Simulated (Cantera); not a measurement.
## Hydrocarbon pyrolysis for carbon deposition

A perfectly stirred reactor is fed with CH4 : H2 = 1 : 1.1 (molar parts), at 0.0360 bar; it is held at 1525 K, and followed from long to short residence time.

Model: GRI-Mech 3.0 (53 species, 325 reactions), integrated in Cantera. GRI-Mech 3.0 stops at C3 and has no aromatics, soot or wall deposition, so with more carbon than oxygen in the feed, carbon stays in small species such as C2H2 where larger ones or solid carbon would form. Radical loss at walls, strong at low pressure, is not modelled.

| τ (s) | x CH4 | x H2 | x C2H4 | x CH2 | x C2H | x CH3 |
|---|---|---|---|---|---|---|
| 27 | 0.0843 | 0.783 | 0.00102 | 1.43e-8 | 2.97e-8 | 0.000175 |
| 4.6 | 0.209 | 0.700 | 0.00144 | 2.28e-8 | 1.64e-8 | 0.000355 |
| 0.80 | 0.367 | 0.595 | 0.00253 | 3.11e-8 | 5.68e-9 | 0.000551 |
| 0.14 | 0.452 | 0.539 | 0.00244 | 3.25e-8 | 8.69e-10 | 0.000626 |
| 0.024 | 0.473 | 0.525 | 0.000579 | 1.88e-8 | 2.05e-11 | 0.000481 |
| 0.0042 | 0.476 | 0.524 | 1.10e-5 | 2.03e-9 | <1e-12 | 0.000154 |
| 0.00072 | 0.476 | 0.524 | 6.17e-8 | 7.06e-11 | <1e-12 | 2.84e-5 |
| 0.00012 | 0.476 | 0.524 | 2.58e-10 | 1.86e-12 | <1e-12 | 4.72e-6 |
x: mole fraction; the columns are a selection and need not sum to one.
